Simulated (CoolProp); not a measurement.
Octamethyltrisiloxane (MDM) along the isobar 3.02 bar: Z from the reference equation and from simpler models built on Tc = 565.4 K, pc = 14.38 bar, ω = 0.528; each cubic takes its own stable root.

Computed with CoolProp (reference Helmholtz-energy equation of state, Thol 2017).

```
T (K)  phase  reference
-----  -----  ---------
484.8    gas     0.8543
496      gas     0.8687
507.3    gas     0.8813
518.6    gas     0.8923
529.9    gas     0.9019
541.2    gas     0.9104
552.4    gas     0.9179
563.7    gas     0.9247
575      gas     0.9307
```

Q: How far does each simpler model (Pitzer virial, van der Waals, Redlich-Kwong, Soave-Redlich-Kwong, Peng-Robinson) lie from the reference over these 9 states: mean and median of the absolute difference, and the worst?

A: 
- Pitzer virial: mean 0.3 %, median 0.2 %, worst +1.1 % at 484.8 K and 3.02 bar
- van der Waals: mean 2.6 %, median 2.2 %, worst +5.5 % at 484.8 K and 3.02 bar
- Redlich-Kwong: mean 1.0 %, median 0.7 %, worst +2.8 % at 484.8 K and 3.02 bar
- Soave-Redlich-Kwong: mean 0.2 %, median 0.1 %, worst +0.6 % at 484.8 K and 3.02 bar
- Peng-Robinson: mean 0.8 %, median 0.9 %, worst -0.9 % at 552.4 K and 3.02 bar
